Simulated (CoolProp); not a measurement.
The numbers come from the reference Helmholtz-energy equation of state, Guder 2009 in CoolProp.

Task: Give the vapour pressure (MPa), liquid density (kg/m³), vapour density (kg/m³) of saturated sulfur hexafluoride at -30.65 °C.

Result: 
| T (°C) | p (MPa) | liquid density (kg/m³) | vapour density (kg/m³) |
|---|---|---|---|
| -30.65 | 0.481 | 1750 | 39.5 |
